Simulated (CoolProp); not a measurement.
Vapour-liquid equilibrium of R114 (1) + n-pentane (2) at 0.333 MPa; x and y are mole fractions of (1).

Computed with CoolProp (multi-fluid Helmholtz-energy mixture model, Platzer 1990 and Thol 2019; pair parameters Bell 2016). This equation is an older, rougher fit; its heat capacities, sound speeds and derivatives of the liquid may be far off and weren't checked against measurements.

Q: Give the bubble temperature and the first vapour's composition at x = 0.2, 0.8, 0.95. Is there an azeotrope?

A: x = 0.2: 333.6 K, y = 0.446; x = 0.8: 315.6 K, y = 0.884; x = 0.95: 313.3 K, y = 0.968. No azeotrope shows between x = 0.05 and 0.95.

The pair parameters rest on a limited set of measurements; away from them the model extrapolates.
